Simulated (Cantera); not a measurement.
**Calcination and drying: MgSO4 + C + CO2**

Feed: 1 mol MgSO4, 0.057 mol C, 1.9 mol CO2, equilibrated at 1 atm.

Equilibrium computed with Cantera from the NASA thermochemical tables; the gas is ideal and each condensed phase is pure. Candidate condensed phases: C, Mg, MgCO3, MgO, MgS, MgSO4, S; 26 gas species. Mutual solubility and eutectic melting of coexisting phases are not modelled. Gases not in the tables: S3 to S7. Rates play no part.

From 700 K to 1300 K the condensed part is MgO(s) + MgSO4(s). From 1400 K to 1600 K the condensed part is MgO(s).

| T (K) | x CO2 | x SO2 | x O2 | x SO3 | x S2 | x COS | x S8 | n MgO(s) | n MgSO4(s) |
|---|---|---|---|---|---|---|---|---|---|
| 700 | 0.984 | 0.00939 | <1e-12 | 2.57e-12 | 0.00479 | 0.000938 | 0.000618 | 0.0499 | 0.950 |
| 800 | 0.945 | 0.0550 | <1e-12 | 1.11e-9 | 6.51e-6 | 3.34e-6 | <1e-12 | 0.114 | 0.886 |
| 900 | 0.945 | 0.0550 | <1e-12 | 1.21e-7 | 1.17e-11 | 1.97e-10 | <1e-12 | 0.114 | 0.886 |
| 1000 | 0.945 | 0.0550 | 2.53e-9 | 5.03e-6 | <1e-12 | <1e-12 | <1e-12 | 0.114 | 0.886 |
| 1100 | 0.945 | 0.0551 | 8.95e-6 | 0.000103 | <1e-12 | <1e-12 | <1e-12 | 0.114 | 0.886 |
| 1200 | 0.928 | 0.0650 | 0.00549 | 0.00125 | <1e-12 | <1e-12 | <1e-12 | 0.140 | 0.860 |
| 1300 | 0.634 | 0.250 | 0.107 | 0.0100 | <1e-12 | <1e-12 | <1e-12 | 0.803 | 0.197 |
| 1400 | 0.578 | 0.288 | 0.127 | 0.00670 | <1e-12 | <1e-12 | <1e-12 | 1.00 | 0 |
| 1500 | 0.577 | 0.291 | 0.129 | 0.00392 | <1e-12 | <1e-12 | <1e-12 | 1.00 | 0 |
| 1600 | 0.576 | 0.292 | 0.129 | 0.00245 | <1e-12 | <1e-12 | <1e-12 | 1.00 | 0 |
x: gas mole fraction; n: condensed amount in mol.
